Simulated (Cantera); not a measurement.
An isothermal, constant-pressure homogeneous reactor starts with 68.4 % CH4, 28.1 % CO2, 3.49 % H2, at 1375 K and 17.0 bar.

Cantera simulation using GRI-Mech 3.0 (53 species, 325 reactions); the numbers are that mechanism's predictions, not measurements. GRI-Mech 3.0 stops at C3 and has no aromatics, soot or wall deposition, so with more carbon than oxygen in the feed, carbon stays in small species such as C2H2 where larger ones or solid carbon would form. The pressure lies above the range GRI-Mech 3.0 was tuned for (to about 10 atm).

x: mole fraction; the columns are a selection and need not sum to one.

| t (s) | x CH4 | x CO2 | x H2 | x CH2O | x HCO |
|---|---|---|---|---|---|
| 2.00e-5 | 0.684 | 0.281 | 0.0349 | 5.70e-11 | <1e-12 |
| 6.32e-5 | 0.684 | 0.281 | 0.0349 | 1.05e-9 | <1e-12 |
| 0.000200 | 0.684 | 0.281 | 0.0349 | 6.64e-9 | <1e-12 |
| 0.000632 | 0.684 | 0.281 | 0.0350 | 2.34e-8 | <1e-12 |
| 0.00200 | 0.684 | 0.281 | 0.0351 | 6.32e-8 | <1e-12 |
| 0.00632 | 0.683 | 0.280 | 0.0357 | 1.16e-7 | 1.05e-12 |
| 0.0200 | 0.679 | 0.280 | 0.0383 | 1.43e-7 | 2.06e-12 |
| 0.0632 | 0.665 | 0.277 | 0.0479 | 1.44e-7 | 5.32e-12 |
| 0.200 | 0.623 | 0.266 | 0.0762 | 1.43e-7 | 3.07e-11 |
| 0.632 | 0.529 | 0.226 | 0.120 | 2.19e-7 | 3.47e-10 |
| 2.00 | 0.431 | 0.130 | 0.115 | 4.58e-7 | (withheld) |
| 6.32 | 0.404 | 0.0938 | 0.116 | 5.25e-7 | (withheld) |
| 20.0 | 0.409 | 0.0840 | 0.131 | 4.78e-7 | (withheld) |
| 63.2 | 0.405 | 0.0649 | 0.163 | 4.66e-7 | (withheld) |
| 200 | 0.375 | 0.0405 | 0.219 | 5.57e-7 | (withheld) |

Question: Fill in the missing entries.

Answer: 
- 2.00, x HCO: 1.52e-9
- 6.32, x HCO: 2.15e-9
- 20.0, x HCO: 2.68e-9
- 63.2, x HCO: 3.71e-9
- 200, x HCO: 5.20e-9
